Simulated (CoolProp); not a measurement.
A simple Rankine cycle with R11: condensing at 309.15 K, boiler at 0.474 MPa, turbine inlet 364.1 K, turbine efficiency 0.7, pump efficiency 0.6, no recuperator. Each further row changes one setting.

Values from CoolProp's reference Helmholtz-energy equation of state, Jacobsen 1992.

```tsv
case	thermal efficiency (%)	net work (kJ/kg)	heat in (kJ/kg)	turbine exit temperature (K)	volume ratio over the turbine
as stated	7.3	15.0	206	?	?
turbine inlet 384.1 K	7.3	16.0	220	352.2	?
condensing temperature 301.15 K	?	18.4	213	325.9	3.84
boiler pressure 0.332 MPa	?	10.7	209	?	2.10
turbine efficiency 0.6	6.2	12.8	206	336.0	3.02
```

**Question.** What belongs in the gaps?

**Answer.** 
- as stated, turbine exit temperature (K): 332.5
- as stated, volume ratio over the turbine: 2.98
- turbine inlet 384.1 K, volume ratio over the turbine: 2.97
- condensing temperature 301.15 K, thermal efficiency (%): 8.6
- boiler pressure 0.332 MPa, thermal efficiency (%): 5.1
- boiler pressure 0.332 MPa, turbine exit temperature (K): 343.0
